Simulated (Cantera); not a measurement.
Charge: 1 mol TiO2, 0.75 mol C, 1.7 mol H2, equilibrated at 1698 K and 20.0 mbar.

These are equilibrium values from Cantera (NASA tables, ideal gas, pure condensed phases), not measurements of a reactor. Candidate condensed phases: C, C6H6, C7H8, C8H18, H2O, Ti, TiC, TiO, TiO2, Ti2O3, Ti3O5, Ti4O7; 113 gas species. Mutual solubility and eutectic melting of coexisting phases are not modelled. TiC: taken at fixed stoichiometry. The numbers say what is thermodynamically allowed, not how fast it happens.

Base state: H2 0.723, CO 0.276, H 0.000869, H2O 8.26e-5 (mole fractions); condensed: TiC(s) + Ti2O3(s).

**Question.** What changes in the equilibrium state with this change: TiO2 replaced by MgO?

**Answer.** 
```csv
species,before,after
H2,0.723,0.531
CO,0.276,0.234
Mg,0,0.234
MgH,0,0.000301
H2O,8.26e-5,1.04e-5
"TiC(s), mol",0.100,0
"Ti2O3(s), mol",0.450,0
"MgO(s), mol",0,0.250
```
The tables' values for MgH are old estimates; treat these amounts as uncertain. Further candidate phases: Mg, MgCO3, MgO, Mg(OH)2.
